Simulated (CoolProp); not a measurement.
Vapour pressure (bar) of octamethyltrisiloxane (MDM): the reference equation beside estimates from Tc = 565.4 K, pc = 14.38 bar, ω = 0.528. Clausius-Clapeyron is anchored at 336.2 K with a constant enthalpy of vaporisation of 44.81 kJ/mol.

The numbers come from the reference Helmholtz-energy equation of state, Thol 2017 in CoolProp.

| T (K) | reference | Lee-Kesler | Clausius-Clapeyron | Peng-Robinson |
|---|---|---|---|---|
| 325.1 | 0.02424 | 0.02478 | 0.02447 | 0.02681 |
| 327.3 | 0.02717 | 0.02772 | 0.02736 | 0.02989 |
| 329.5 | 0.03040 | 0.03095 | 0.03054 | 0.03327 |
| 331.8 | 0.03412 | 0.03466 | 0.03420 | 0.03714 |
| 334 | 0.03803 | 0.03855 | 0.03806 | 0.04120 |
| 336.2 | 0.04230 | 0.04281 | 0.04230 | 0.04562 |
| 338.4 | 0.04698 | 0.04746 | 0.04695 | 0.05044 |
| 340.6 | 0.05208 | 0.05253 | 0.05204 | 0.05567 |
| 342.8 | 0.05763 | 0.05805 | 0.05760 | 0.06136 |
| 345 | 0.06367 | 0.06404 | 0.06367 | 0.06752 |
| 347.2 | 0.07022 | 0.07055 | 0.07030 | 0.07419 |
| 349.4 | 0.07733 | 0.07759 | 0.07751 | 0.08140 |
| 351.6 | 0.08502 | 0.08521 | 0.08537 | 0.08919 |
| 353.8 | 0.09334 | 0.09345 | 0.09391 | 0.09758 |
| 356 | 0.1023 | 0.1023 | 0.1032 | 0.1066 |

Absolute difference from the reference over all 15 rows, mean and median: Lee-Kesler 1.0 and 0.9 %, Clausius-Clapeyron 0.3 and 0.2 %, Peng-Robinson 7.1 and 6.9 %.
